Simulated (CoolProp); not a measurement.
A closed Brayton cycle with carbon dioxide: compressor inlet 316.15 K and 9.7 MPa, high pressure 18.1 MPa, turbine inlet 695 K, compressor efficiency 0.89, turbine efficiency 0.85, recuperator effectiveness 0 (on enthalpy, no pinch check). Each further row changes one setting.

Computed with CoolProp (reference Helmholtz-energy equation of state, Span 1996).

```tsv
case	thermal efficiency (%)	net work (kJ/kg)	compressor to turbine work	compressor exit (K)	turbine exit (K)
as stated	9.4	49.0	0.25	343.2	629.5
turbine inlet 645 K	9.4	(withheld)	(withheld)	343.2	581.9
compressor inlet 326.15 K	(withheld)	41.0	0.37	370.5	629.5
high pressure 15.4 MPa	(withheld)	(withheld)	0.23	(withheld)	(withheld)
recuperator effectiveness 0.5	(withheld)	49.0	0.25	343.2	629.5
```

**Question.** Fill in the missing entries.

**Answer.** 
- turbine inlet 645 K, net work (kJ/kg): 43.3
- turbine inlet 645 K, compressor to turbine work: 0.28
- compressor inlet 326.15 K, thermal efficiency (%): 9.2
- high pressure 15.4 MPa, thermal efficiency (%): 7.1
- high pressure 15.4 MPa, net work (kJ/kg): 37.8
- high pressure 15.4 MPa, compressor exit (K): 336.1
- high pressure 15.4 MPa, turbine exit (K): 646.3
- recuperator effectiveness 0.5, thermal efficiency (%): 14.4
